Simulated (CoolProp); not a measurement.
Computed with CoolProp (reference Helmholtz-energy equation of state, Akasaka 2023).

Question: For R1336mzz(E), give the phase and the cp (kJ/(kg K)), cv (kJ/(kg K)), speed of sound (m/s) at 53.35 °C and 2.8 MPa; 62.05 °C and 3.26 MPa; 122.85 °C and 5.7 MPa.

Answer: 
- 53.35 °C and 2.8 MPa: liquid; cp 1.27, cv 0.895, speed of sound 464
- 62.05 °C and 3.26 MPa: liquid; cp 1.28, cv 0.900, speed of sound 432
- 122.85 °C and 5.7 MPa: liquid; cp 1.40, cv 0.941, speed of sound 243
